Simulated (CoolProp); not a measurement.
Vapour-liquid equilibrium of hydrogen sulfide (1) + n-hexane (2) at -6.55 °C; x and y are mole fractions of (1).

Computed with CoolProp (multi-fluid Helmholtz-energy mixture model, Lemmon 2006 and Thol 2019; pair parameters Kunz 2012).

```tsv
x	bubble pressure, mixture model (kPa)	bubble pressure, Raoult's law (kPa)	y, mixture model	y, Raoult's law
0.05	[?]	46.38	0.954	0.914
0.2	323.2	172.9	0.988	0.981
0.35	465.8	299.4	[?]	0.991
0.5	551.5	425.9	[?]	0.995
0.65	622.5	552.5	0.995	0.997
0.8	702.7	679.0	0.997	0.999
0.95	804.7	805.5	0.999	1.000
```

Question: Fill in the missing entries.

Answer: 
- 0.05, bubble pressure, mixture model (kPa): 91.71
- 0.35, y, mixture model: 0.992
- 0.5, y, mixture model: 0.994

The largest gap from Raoult's law is +97.7 % in bubble pressure, at x = 0.05. No azeotrope shows between x = 0.05 and 0.95.

Pair parameters are fitted to limited data, so mixtures are less certain than the pure fluids. With so large a gap from Raoult's law the liquid may split in two, which this calculation doesn't test in full.
